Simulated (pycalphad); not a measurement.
**Phase fields of Nb-Ti as a text map**

All values are pycalphad results on the COST 507 light-alloy database (1999) (1 atm), not direct measurements. The database dates from 1999; later assessments differ in places, in temperatures and in the compounds included.

Columns run from 0.2 at.% Ti, then 2 to 98 at.% in steps of 2, to 99.8 at.%; rows are temperatures in K.

```
 2792 aaaaaaaaaaaaaaaaaaaaaaaaaaaaaaaaaaaaaaaaaaaaaaaaaaa
 2708 bbcaaaaaaaaaaaaaaaaaaaaaaaaaaaaaaaaaaaaaaaaaaaaaaaa
 2625 bbbbcccaaaaaaaaaaaaaaaaaaaaaaaaaaaaaaaaaaaaaaaaaaaa
 2542 bbbbbbbcccccaaaaaaaaaaaaaaaaaaaaaaaaaaaaaaaaaaaaaaa
 2458 bbbbbbbbbbbccccccaaaaaaaaaaaaaaaaaaaaaaaaaaaaaaaaaa
 2375 bbbbbbbbbbbbbbbbccccccaaaaaaaaaaaaaaaaaaaaaaaaaaaaa
 2292 bbbbbbbbbbbbbbbbbbbbcccccccaaaaaaaaaaaaaaaaaaaaaaaa
 2208 bbbbbbbbbbbbbbbbbbbbbbbbbcccccccaaaaaaaaaaaaaaaaaaa
 2125 bbbbbbbbbbbbbbbbbbbbbbbbbbbbbbbccccccaaaaaaaaaaaaaa
 2042 bbbbbbbbbbbbbbbbbbbbbbbbbbbbbbbbbbbbbbcccaaaaaaaaaa
 1958 bbbbbbbbbbbbbbbbbbbbbbbbbbbbbbbbbbbbbbbbbbbbbbbaaaa
 1875 bbbbbbbbbbbbbbbbbbbbbbbbbbbbbbbbbbbbbbbbbbbbbbbbbbb
 1792 bbbbbbbbbbbbbbbbbbbbbbbbbbbbbbbbbbbbbbbbbbbbbbbbbbb
 1708 bbbbbbbbbbbbbbbbbbbbbbbbbbbbbbbbbbbbbbbbbbbbbbbbbbb
 1625 bbbbbbbbbbbbbbbbbbbbbbbbbbbbbbbbbbbbbbbbbbbbbbbbbbb
 1542 bbbbbbbbbbbbbbbbbbbbbbbbbbbbbbbbbbbbbbbbbbbbbbbbbbb
 1458 bbbbbbbbbbbbbbbbbbbbbbbbbbbbbbbbbbbbbbbbbbbbbbbbbbb
 1375 bbbbbbbbbbbbbbbbbbbbbbbbbbbbbbbbbbbbbbbbbbbbbbbbbbb
 1292 bbbbbbbbbbbbbbbbbbbbbbbbbbbbbbbbbbbbbbbbbbbbbbbbbbb
 1208 bbbbbbbbbbbbbbbbbbbbbbbbbbbbbbbbbbbbbbbbbbbbbbbbbbb
 1125 bbbbbbbbbbbbbbbbbbbbbbbbbbbbbbbbbbbbbbbbbbbbbbbbbbd
 1042 bbbbbbbbbbbbbbbbbbbbbbbbbbbbbbbbbbbbbbbbbbbbbbbeeed
  958 bbbbbbbbbbbbbbbbbbbbbbbbbbbbbbbbbbbbbbbbbeeeeeeeeed
  875 bbbbbbbbbbbbbbbbbbbbbbbbbbbbbbeeeeeeeeeeeeeeeeeeeed
  792 bbbbbbbbbbbbeeeeeeeeeeeeeeeeeeeeeeeeeeeeeeeeeeeeeed
  708 bbbbbeeeeeeeeeeeeeeeeeeeeeeeeeeeeeeeeeeeeeeeeeeeeed
  625 bbeeeeeeeeeeeeeeeeeeeeeeeeeeeeeeeeeeeeeeeeeeeeeeeed
  542 beeeeeeeeeeeeeeeeeeeeeeeeeeeeeeeeeeeeeeeeeeeeeeeeed
```

Key: a = liquid; b = bcc; c = bcc + liquid; d = hcp; e = bcc + hcp.
